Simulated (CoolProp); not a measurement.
Vapour pressure (MPa) of n-dodecane: the reference equation beside estimates from Tc = 658.1 K, pc = 1.818 MPa, ω = 0.574. Clausius-Clapeyron is anchored at 500 K with a constant enthalpy of vaporisation of 42.48 kJ/mol.

Model: reference Helmholtz-energy equation of state, Lemmon 2004, in CoolProp. It is a short technical equation, of lower accuracy than the large ones.

```tsv
T (K)	reference	Clausius-Clapeyron	Soave-Redlich-Kwong
384.3	0.003370	0.005968	0.003306
413.2	0.01072	0.01513	0.01058
442.2	0.02828	0.03403	0.02814
471.1	0.06412	0.06914	0.06436
500	0.1294	0.1294	0.1310
528.9	0.2383	0.2262	0.2427
557.8	0.4076	0.3732	0.4172
586.7	0.6580	0.5859	0.6746
615.6	1.015	0.8819	1.038
```

Absolute difference from the reference over all 9 rows, mean and median: Clausius-Clapeyron 20.4 and 11.0 %, Soave-Redlich-Kwong 1.6 and 1.8 %.
